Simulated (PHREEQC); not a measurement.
PHREEQC input (Pitzer model, pitzer.dat):

```
SOLUTION 1
  temp 25
  units mol/kgw
  pH 7 charge
  Cl 0.035
  Na 0.2645
  C(4) 0.11
END
USE solution 1
INCREMENTAL_REACTIONS false
REACTION 1
  H2O -1
  0 9.886 18.011 24.689 30.178 34.689 38.397 41.444
  43.949 46.007 47.699 49.089 50.232 51.172 51.944 52.578
  53.1 53.528 53.88 54.17 moles
EQUILIBRIUM_PHASES 1
  Halite 0 0
  Nahcolite 0 0
  Natron 0 0
  Trona 0 0
SELECTED_OUTPUT 1
  -reset false
  -pH true
  -pe true
  -ionic_strength true
  -water true
  -activities H2O
  -totals C Cl Na
  -molalities H+ Na+ Cl- CO3-2 OH- HCO3- CO2
  -equilibrium_phases Halite Nahcolite Natron Trona
PRINT
  -reset false
END
```

Selected output (columns that matter, 18 of 20 rows; water left (kg) added in front):

```
water left (kg)	pH	mu	C	Cl	Na	m_H+	m_Na+	m_Cl-	m_CO3-2	m_OH-	la_H2O	Halite	Natron
1	11.854	0.37353	0.11	0.035	0.2645	2.3956e-12	0.2645	0.035	0.10903	0.010468	-0.0027024	0	0
0.821897	11.925	0.45471	0.13384	0.042584	0.32182	2.1179e-12	0.32182	0.042584	0.13289	0.012505	-0.0032553	0	0
0.67552	11.997	0.55347	0.16284	0.051812	0.39155	1.8669e-12	0.39155	0.051812	0.16192	0.014984	-0.0039201	0	0
0.555212	12.072	0.67363	0.19812	0.063039	0.4764	1.6401e-12	0.4764	0.063039	0.19723	0.018	-0.0047188	0	0
0.456324	12.149	0.81984	0.24106	0.0767	0.57963	1.4351e-12	0.57963	0.0767	0.2402	0.021672	-0.0056777	0	0
0.308253	12.31	1.2141	0.35685	0.11354	0.85806	1.0807e-12	0.85806	0.11354	0.35608	0.031587	-0.0082105	0	0
0.253359	12.395	1.4774	0.43417	0.13814	1.044	9.2698e-13	1.044	0.13814	0.43345	0.038216	-0.0098723	0	0
0.20823	12.484	1.7978	0.52826	0.16808	1.2702	7.8647e-13	1.2702	0.16808	0.52759	0.046292	-0.011879	0	0
0.171153	12.576	2.1875	0.6427	0.20449	1.5454	6.5793e-13	1.5454	0.20449	0.64208	0.056122	-0.014314	0	0
0.140671	12.674	2.6617	0.78197	0.24881	1.8803	5.4044e-13	1.8803	0.24881	0.78141	0.068095	-0.017299	0	0
0.115629	12.776	3.2383	0.95132	0.30269	2.2875	4.3381e-13	2.2875	0.30269	0.95081	0.082667	-0.021001	0	0
0.095037	12.885	3.9401	1.1574	0.36828	2.7831	3.3816e-13	2.7831	0.36828	1.157	0.10041	-0.025674	0	0
0.0781021	13	4.7946	1.4084	0.44813	3.3866	2.5408e-13	3.3866	0.44813	1.408	0.12204	-0.031692	0	0
0.0527719	13.253	7.0963	2.0844	0.66323	5.0121	1.2397e-13	5.0121	0.66323	2.0841	0.18033	-0.050291	0	0
0.0424893	13.392	8.4695	2.4741	0.82374	5.9956	7.8193e-14	5.9956	0.82374	2.4739	0.22385	-0.064047	0	0.0048753
0.0277983	13.57	8.7644	2.3879	1.2591	6.3766	4.0894e-14	6.3766	1.2591	2.3878	0.3419	-0.075393	0	0.04362
0.0165233	13.801	9.7733	2.3601	2.1182	7.4133	1.4707e-14	7.4133	2.1182	2.36	0.57503	-0.10409	0	0.071004
0.00968207	14.139	13.191	3.1009	2.9074	10.09	3.5059e-15	10.09	2.9074	3.1008	0.98124	-0.17317	0.00685	0.079977
```
